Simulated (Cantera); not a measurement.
A Cantera script and its output.

```python
import numpy as np
import cantera as ct

gas = ct.Solution("gri30.yaml", transport_model="mixture-averaged")
show = ['O', 'H', 'C2H2']

rows = []
print(f"{'T/K':>7s}{'rho':>11s}{'cp':>10s}{'mu':>11s}{'lambda':>11s}{'Pr':>7s}" + "".join(f"{'D_' + s:>11s}" for s in show))
for T in [400, 500, 600, 700, 800, 900]:
    gas.TPX = T, 1000000, {'O2': 0.2}
    Pr = gas.cp_mass * gas.viscosity / gas.thermal_conductivity
    D = [gas.mix_diff_coeffs_mole[gas.species_index(s)] for s in show]
    rows.append([gas.density, gas.cp_mass, gas.viscosity, gas.thermal_conductivity, Pr, *D])
    print(f"{T:7g}{gas.density:11.4e}{gas.cp_mass:10.1f}{gas.viscosity:11.4e}"
          f"{gas.thermal_conductivity:11.4e}{Pr:7.3f}" + "".join(f"{d:11.4e}" for d in D))
print("SI units: kg/m3, J/kg/K, Pa s, W/m/K, m2/s")
```

Output:

```
    T/K        rho        cp         mu     lambda     Pr        D_O        D_H     D_C2H2
    400 9.6212e+00     941.4 2.5629e-05 3.3852e-02  0.713 5.5061e-06 2.1527e-05 2.8377e-06
    500 7.6969e+00     971.4 3.0045e-05 4.1143e-02  0.709 8.0632e-06 3.1760e-05 4.2114e-06
    600 6.4141e+00    1002.6 3.4077e-05 4.8204e-02  0.709 1.0979e-05 4.3447e-05 5.7836e-06
    700 5.4978e+00    1031.1 3.7824e-05 5.4969e-02  0.709 1.4229e-05 5.6489e-05 7.5402e-06
    800 4.8106e+00    1054.7 4.1353e-05 6.1440e-02  0.710 1.7797e-05 7.0808e-05 9.4701e-06
    900 4.2761e+00    1073.7 4.4705e-05 6.7643e-02  0.710 2.1666e-05 8.6343e-05 1.1565e-05
SI units: kg/m3, J/kg/K, Pa s, W/m/K, m2/s
```

Detailed kinetics in Cantera: GRI-Mech 3.0 (53 species, 325 reactions).
